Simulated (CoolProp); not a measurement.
Aqueous potassium carbonate as a coolant, 32 % by mass, freezing at -21.5 °C, 1 atm.

Model: Melinder's fits for secondary coolants, in CoolProp.

```tsv
T (°C)	density (kg/m³)	viscosity (mPa s)	cp (kJ/(kg K))	conductivity (W/(m K))
-7.7	1333	6.10	2.854	0.521
-4.2	1332	5.41	2.860	0.527
-0.7	[?]	4.83	2.866	[?]
2.8	1329	4.35	2.872	0.539
6.3	[?]	3.94	2.877	[?]
9.8	1326	3.59	2.883	0.550
13.3	1325	[?]	2.889	0.556
16.8	1323	3.02	2.896	0.562
20.3	[?]	2.79	2.902	0.567
23.8	1319	2.58	2.908	0.573
27.3	1317	[?]	2.915	0.578
30.8	1315	2.23	2.921	0.584
```

Problem. Some entries are withheld; supply them.

Solution. 
- -0.7, density (kg/m³): 1331
- -0.7, conductivity (W/(m K)): 0.533
- 6.3, density (kg/m³): 1328
- 6.3, conductivity (W/(m K)): 0.544
- 13.3, viscosity (mPa s): 3.28
- 20.3, density (kg/m³): 1321
- 27.3, viscosity (mPa s): 2.40
